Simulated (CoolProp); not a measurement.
A single-stage vapour-compression cycle with cis-2-butene: evaporating at 234.15 K (dew point), condensing at 295.15 K (bubble point), superheat 10 K, subcooling 2 K, compressor efficiency 0.85, no pressure losses. Each further row changes one setting.

Computed with CoolProp (reference Helmholtz-energy equation of state, Lemmon 2005). It is a short technical equation, of lower accuracy than the large ones.

| case | cooling COP | pressure ratio | discharge temperature (K) | refrigerating effect (kJ/kg) | volumetric capacity (kJ/m³) |
|---|---|---|---|---|---|
| as stated | 2.67 | 13.9 | 338.0 | 341 | 133 |
| evaporating temperature 239.15 K | 3.03 | 10.6 | 333.7 | 347 | 174 |
| condensing temperature 290.15 K | 2.97 | 11.7 | 331.8 | 352 | 137 |
| subcooling 7 K | 2.76 | 13.9 | 338.0 | 352 | 137 |
| superheat 20 K | 2.67 | 13.9 | 348.7 | 354 | 132 |
| compressor efficiency 0.75 | 2.36 | 13.9 | 348.3 | 341 | 133 |
